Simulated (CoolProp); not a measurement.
C2F6 (R116) along the isotherm 38.75 °C: Z from the reference equation and from simpler models built on Tc = 19.9 °C, pc = 30.48 bar, ω = 0.257; each cubic takes its own stable root.

Values from CoolProp's reference Helmholtz-energy equation of state, Lemmon 2006. It is a short technical equation, of lower accuracy than the large ones.

```tsv
p (bar)	phase	reference
7.62	gas	0.9295
15.2	gas	0.8511
22.9	gas	0.7598
30.5	supercritical	0.6522
38.1	supercritical	0.5168
45.7	supercritical	0.3797
53.3	supercritical	0.3497
61	supercritical	0.3623
68.6	supercritical	0.3845
76.2	supercritical	0.4101
```

How far does each simpler model (van der Waals, Redlich-Kwong, Soave-Redlich-Kwong, Peng-Robinson) lie from the reference over these 10 states: mean and median of the absolute difference, and the worst?


- van der Waals: mean 11.0 %, median 8.1 %, worst +25.8 % at 38.75 °C and 76.2 bar
- Redlich-Kwong: mean 4.1 %, median 3.9 %, worst +8.2 % at 38.75 °C and 61 bar
- Soave-Redlich-Kwong: mean 6.9 %, median 7.1 %, worst +15.0 % at 38.75 °C and 53.3 bar
- Peng-Robinson: mean 3.0 %, median 2.7 %, worst +6.2 % at 38.75 °C and 53.3 bar
